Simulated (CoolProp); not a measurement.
Properties of n-perfluorohexane along the isotherm 176.85 °C.

The numbers come from the reference Helmholtz-energy equation of state, Gao 2022 in CoolProp.

```csv
p (MPa),phase,density (kg/m³),cp (kJ/(kg K)),cv (kJ/(kg K)),Joule-Thomson coefficient (K/MPa),isothermal compressibility (1/MPa)
2.18,supercritical,957.8,1.646,1.052,4.402,0.2461
4.35,supercritical,1147,1.279,1.031,0.8189,0.03794
6.53,supercritical,1218,1.230,1.026,0.3538,0.02089
8.71,supercritical,1265,1.208,1.023,0.1552,0.01451
10.9,supercritical,1300,1.195,1.021,0.04198,0.01115
13.1,supercritical,1330,1.186,1.020,-0.03197,0.009080
15.2,supercritical,1353,1.180,1.019,-0.08211,0.007728
17.4,supercritical,1375,1.175,1.019,-0.1215,0.006697
```
